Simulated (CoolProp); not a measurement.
Vapour-liquid equilibrium of propylene (1) + R152A (2) at 197.1 K; x and y are mole fractions of (1).

The numbers come from the multi-fluid Helmholtz-energy mixture model, Lemmon 2013 and Outcalt 1996; pair parameters Bell 2016 in CoolProp.

```
x      bubble pressure, mixture model (MPa)  bubble pressure, Raoult's law (MPa)  y, mixture model  y, Raoult's law
-----  ------------------------------------  -----------------------------------  ----------------  ---------------
0.05                               0.008424                             0.005770             0.445            0.194
0.125                               0.01250                             0.007085             0.650            0.396
0.2                                 0.01539                             0.008400             0.732            0.534
0.275                               0.01738                             0.009715             0.775            0.635
0.35                                0.01871                              0.01103             0.800            0.712
0.425                               0.01961                              0.01235             0.817            0.772
0.5                                 0.02022                              0.01366             0.829            0.821
0.575                               0.02069                              0.01498             0.840            0.861
0.65                                0.02108                              0.01629             0.850            0.895
0.725                               0.02146                              0.01761             0.863            0.924
0.8                                 0.02184                              0.01892             0.881            0.948
0.875                               0.02220                              0.02024             0.909            0.970
0.95                                0.02244                              0.02155             0.954            0.989
```

The largest gap from Raoult's law is +83.2 % in bubble pressure, at x = 0.2. No azeotrope shows between x = 0.05 and 0.95.

The pair parameters rest on a limited set of measurements; away from them the model extrapolates. With so large a gap from Raoult's law the liquid may split in two, which this calculation doesn't test in full.
